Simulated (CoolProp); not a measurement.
Saturation properties of carbon monoxide.

Computed with CoolProp (reference Helmholtz-energy equation of state, Lemmon 2006). It is a short technical equation, of lower accuracy than the large ones.

| T (°C) | p (bar) | liquid density (kg/m³) | vapour density (kg/m³) | enthalpy of vaporisation (kJ/kg) |
|---|---|---|---|---|
| -172.75 | 5.607 | 703.3 | 21.82 | 183.4 |
| -170.95 | 6.383 | 693.5 | 24.79 | 179.7 |
| -169.05 | 7.284 | 682.9 | 28.26 | 175.5 |
| -167.25 | 8.219 | 672.5 | 31.91 | 171.4 |
| -165.45 | 9.237 | 661.7 | 35.95 | 167.0 |
| -163.65 | 10.34 | 650.6 | 40.42 | 162.4 |
| -161.75 | 11.61 | 638.4 | 45.66 | 157.3 |
| -159.95 | 12.91 | 626.3 | 51.20 | 152.1 |
| -158.15 | 14.31 | 613.6 | 57.37 | 146.5 |
| -156.25 | 15.90 | 599.5 | 64.68 | 140.3 |
| -154.45 | 17.52 | 585.4 | 72.49 | 133.9 |
| -152.65 | 19.26 | 570.3 | 81.35 | 126.9 |
| -150.75 | 21.23 | 553.0 | 92.11 | 118.8 |
| -148.95 | 23.23 | 535.1 | 104.0 | 110.3 |
| -147.15 | 25.36 | 515.1 | 118.2 | 100.7 |

It boils at -191.5 °C under 1 atm.
